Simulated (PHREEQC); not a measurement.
Consider water at 20 °C with 0.0021 mol/kgw NaOH, 0.0016 mol/kgw CO2 and 0.00069 mol/kgw Na2CO3. Closed to the air; pH follows from the charge balance.

Equilibrium calculation in PHREEQC: ion-association model, phreeqc.dat.

### Question
The ionic strength comes out as 0.00447 mol/kgw. What activity coefficients do HCO3-, Na+, OH-, CO3-2, NaCO3- get?

### Answer
HCO3- 0.93, Na+ 0.93, OH- 0.93, CO3-2 0.76, NaCO3- 0.93.

Precipitation was switched off in this run. Species that the database lacks are ignored.
